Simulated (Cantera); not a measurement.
A closed system holds: 1 mol BN, 18 mol HF, 9.5 mol H2, equilibrated at 577 °C and 0.0133 bar.

Method: chemical equilibrium by Gibbs-energy minimisation in Cantera with the NASA 1993 tables (ideal gas, pure condensed phases). Candidate condensed phases: B, BN; 31 gas species. The numbers say what is thermodynamically allowed, not how fast it happens.

Base state: HF 0.545, H2 0.400, BF3 0.0364, N2 0.0182 (mole fractions); condensed: gas only.

Q: What changes in the equilibrium state with this change: temperature from 577 °C to 1600 °C?

A: 
```tsv
species	before	after
HF	0.545	0.546
H2	0.400	0.396
BF3	0.0364	0.0348
H	<1e-9	0.00352
N2	0.0182	0.0181
BF2	<1e-9	0.00130
BF	<1e-9	4.44e-5
```
The tables' values for BF2 are old estimates; treat these amounts as uncertain.
